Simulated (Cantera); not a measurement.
**Premixed flame**

A freely propagating, adiabatic, planar premixed flame of H2 : O2 : N2 = 1 : 0.455 : 1.71 (molar parts), equivalence ratio 1.1, unburnt at 525 K and 100.0 Torr; mixture-averaged transport, grid criteria slope 0.08 and curve 0.16, no radiation.

Cantera simulation using the H2/O2 subset of GRI-Mech 3.0, which has no nitrogen chemistry; the numbers are that mechanism's predictions, not measurements. Burning velocities carry a grid error of a few per cent, more on coarse grids.

| z (mm) | T (K) | u (m/s) | x H2 | x O2 | x OH | x H2O | x H | x HO2 |
|---|---|---|---|---|---|---|---|---|
| -18.6 | 525 | 4.93 | 0.316 | 0.144 | <1e-8 | <1e-8 | <1e-8 | <1e-8 |
| -12.4 | 525 | 4.93 | 0.316 | 0.144 | <1e-8 | <1e-8 | <1e-8 | <1e-8 |
| -9.31 | 525 | 4.93 | 0.316 | 0.144 | <1e-8 | <1e-8 | <1e-8 | <1e-8 |
| -6.21 | 525 | 4.93 | 0.316 | 0.144 | <1e-8 | <1e-8 | 2.28e-8 | 9.71e-8 |
| -3.10 | 530 | 4.98 | 0.315 | 0.144 | 2.15e-5 | 0.000277 | 0.000144 | 6.10e-5 |
| -1.55 | 668 | 6.20 | 0.293 | 0.140 | 0.000367 | 0.0117 | 0.00754 | 4.20e-5 |
| 0 | 1091 | 9.80 | 0.154 | 0.0922 | 0.00291 | 0.113 | 0.0672 | 1.51e-5 |
| 1.55 | 1372 | 12.2 | 0.0594 | 0.0335 | 0.00774 | 0.218 | 0.0958 | 4.95e-6 |
| 3.10 | 1488 | 13.1 | 0.0556 | 0.0273 | 0.0100 | 0.229 | 0.0875 | 3.52e-6 |
| 6.21 | 1624 | 14.2 | 0.0581 | 0.0243 | 0.0126 | 0.236 | 0.0737 | 2.66e-6 |
| 12.4 | 1776 | 15.3 | 0.0597 | 0.0211 | 0.0150 | 0.245 | 0.0587 | 1.95e-6 |
| 24.8 | 1935 | 16.5 | 0.0594 | 0.0176 | 0.0169 | 0.256 | 0.0444 | 1.41e-6 |
| 49.6 | 2092 | 17.6 | 0.0570 | 0.0140 | 0.0175 | 0.269 | 0.0316 | 1.04e-6 |
x: mole fraction of selected species; z is measured from the peak of heat release.

The laminar burning velocity comes out as 493 cm/s. The thermal thickness is 6.21 mm, the peak x(OH) is 0.0175 and the peak x(H) comes out as 0.0961. The peak x(HO2) is 6.73e-5. The grid points comes out as 129.
